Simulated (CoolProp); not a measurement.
A single-stage vapour-compression cycle with isobutene: evaporating at 305.15 K (dew point), condensing at 335.15 K (bubble point), superheat 10 K, subcooling 8 K, compressor efficiency 0.9, no pressure losses. Each further row changes one setting.

Model: reference Helmholtz-energy equation of state, Lemmon 2005, in CoolProp. It is a short technical equation, of lower accuracy than the large ones.

| case | cooling COP | pressure ratio | discharge temperature (K) | refrigerating effect (kJ/kg) | volumetric capacity (kJ/m³) |
|---|---|---|---|---|---|
| as stated | 8.47 | 2.18 | 344.1 | 314 | 2770 |
| evaporating temperature 310.15 K | 10.5 | ___ | 344.1 | 321 | 3240 |
| condensing temperature 330.15 K | 10.4 | ___ | ___ | 327 | 2890 |
| subcooling 13 K | 8.81 | 2.18 | 344.1 | 327 | 2880 |
| superheat 20 K | 8.56 | 2.18 | 353.8 | 332 | ___ |
| compressor efficiency 0.8 | 7.53 | 2.18 | 346.3 | 314 | 2770 |

Question: Fill in the missing entries.

Answer: 
- evaporating temperature 310.15 K, pressure ratio: 1.90
- condensing temperature 330.15 K, pressure ratio: 1.94
- condensing temperature 330.15 K, discharge temperature (K): 339.4
- superheat 20 K, volumetric capacity (kJ/m³): 2810
